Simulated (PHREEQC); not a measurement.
Solution (25 °C): 4.8 mol NaCl and 0.015 mol K2SO4 per kg of water. Closed to the air; pH follows from the charge balance.

Computed with PHREEQC (Pitzer model, pitzer.dat).

The ionic strength comes out as 4.84 mol/kgw. What activity coefficients do SO4-2, Na+, K+, Cl- get?

SO4-2 0.0099, Na+ 1.2, K+ 0.73, Cl- 0.59. Single-ion values are on the MacInnes scale.

Precipitation was switched off in this run.
